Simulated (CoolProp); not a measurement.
Vapour-liquid equilibrium of dimethyl ether (1) + ethanol (2) at 0.232 bar; x and y are mole fractions of (1).

The numbers come from the multi-fluid Helmholtz-energy mixture model, Wu 2011 and Schroeder 2014; pair parameters Bell 2016 in CoolProp.

```json
[
 {"x": "0.05", "bubble temperature (K)": "271.1", "y at the bubble point": "0.942", "dew temperature at overall composition x (K)": "317.3", "liquid density (mol/L)": "17.46"},
 {"x": "0.125", "bubble temperature (K)": "249.4", "y at the bubble point": "0.990", "dew temperature at overall composition x (K)": "315.6", "liquid density (mol/L)": "17.75"},
 {"x": "0.2", "bubble temperature (K)": "240.2", "y at the bubble point": "0.996", "dew temperature at overall composition x (K)": "313.9", "liquid density (mol/L)": "17.82"},
 {"x": "0.275", "bubble temperature (K)": "234.8", "y at the bubble point": "0.998", "dew temperature at overall composition x (K)": "312.0", "liquid density (mol/L)": "17.81"},
 {"x": "0.35", "bubble temperature (K)": "231.2", "y at the bubble point": "0.999", "dew temperature at overall composition x (K)": "309.9", "liquid density (mol/L)": "17.77"},
 {"x": "0.425", "bubble temperature (K)": "228.7", "y at the bubble point": "0.999", "dew temperature at overall composition x (K)": "307.6", "liquid density (mol/L)": "17.71"},
 {"x": "0.5", "bubble temperature (K)": "226.8", "y at the bubble point": "0.999", "dew temperature at overall composition x (K)": "305.1", "liquid density (mol/L)": "17.63"},
 {"x": "0.575", "bubble temperature (K)": "225.3", "y at the bubble point": "0.999", "dew temperature at overall composition x (K)": "302.2", "liquid density (mol/L)": "17.53"},
 {"x": "0.65", "bubble temperature (K)": "224.1", "y at the bubble point": "1.000", "dew temperature at overall composition x (K)": "298.8", "liquid density (mol/L)": "17.43"},
 {"x": "0.725", "bubble temperature (K)": "223.1", "y at the bubble point": "1.000", "dew temperature at overall composition x (K)": "294.7", "liquid density (mol/L)": "17.31"},
 {"x": "0.8", "bubble temperature (K)": "222.1", "y at the bubble point": "1.000", "dew temperature at overall composition x (K)": "289.5", "liquid density (mol/L)": "17.18"},
 {"x": "0.875", "bubble temperature (K)": "221.0", "y at the bubble point": "1.000", "dew temperature at overall composition x (K)": "282.2", "liquid density (mol/L)": "17.05"},
 {"x": "0.95", "bubble temperature (K)": "219.9", "y at the bubble point": "1.000", "dew temperature at overall composition x (K)": "269.2", "liquid density (mol/L)": "16.90"}
]
```

No azeotrope shows between x = 0.05 and 0.95.

The pair parameters rest on a limited set of measurements; away from them the model extrapolates. With so large a gap from Raoult's law the liquid may split in two, which this calculation doesn't test in full.
